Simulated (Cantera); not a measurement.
## Equilibrium for carbon deposition, reforming and gasification: CH3OH + O2 + N2

Input: 1 mol CH3OH, 0.57 mol O2, 15 mol N2, held at 0.320 bar.

These are equilibrium values from Cantera (NASA tables, ideal gas, pure condensed phases), not measurements of a reactor. Candidate condensed phases: C, C6H6, C7H8, C8H18, H2O; 169 gas species. Ions and electrons are included (thermal ionisation). Kinetics and transport are ignored.

| T (K) | x N2 | x H | x H2 | x H2O | x O | x CO | x N | x OH |
|---|---|---|---|---|---|---|---|---|
| 2500 | 0.827 | 0.0101 | 0.0521 | 0.0521 | 0.000269 | 0.0475 | 4.70e-7 | 0.00210 |
| 2750 | 0.815 | 0.0267 | 0.0488 | 0.0434 | 0.00221 | 0.0482 | 3.83e-6 | 0.00639 |
| 3000 | 0.790 | 0.0588 | 0.0443 | 0.0262 | 0.00936 | 0.0489 | 2.19e-5 | 0.0115 |
| 3250 | 0.758 | 0.104 | 0.0336 | 0.00983 | 0.0223 | 0.0489 | 9.50e-5 | 0.0121 |
| 3500 | 0.733 | 0.145 | 0.0193 | 0.00231 | 0.0350 | 0.0484 | 0.000335 | 0.00799 |
| 3750 | 0.719 | 0.169 | 0.00913 | 0.000418 | 0.0430 | 0.0479 | 0.00101 | 0.00406 |
| 4000 | 0.711 | 0.180 | 0.00410 | 7.42e-5 | 0.0472 | 0.0476 | 0.00265 | 0.00191 |
| 4250 | 0.706 | 0.185 | 0.00189 | 1.46e-5 | 0.0494 | 0.0473 | 0.00622 | 0.000914 |
| 4500 | 0.699 | 0.186 | 0.000927 | 3.27e-6 | 0.0505 | 0.0471 | 0.0133 | 0.000460 |
| 4750 | 0.687 | 0.186 | 0.000481 | 8.35e-7 | 0.0510 | 0.0466 | 0.0262 | 0.000244 |
| 5000 | 0.668 | 0.184 | 0.000262 | 2.40e-7 | 0.0512 | 0.0458 | 0.0479 | 0.000136 |
x: gas mole fraction; nothing condenses.

From 2500 K to 5000 K nothing is condensed. The main C-bearing gas is CO throughout.
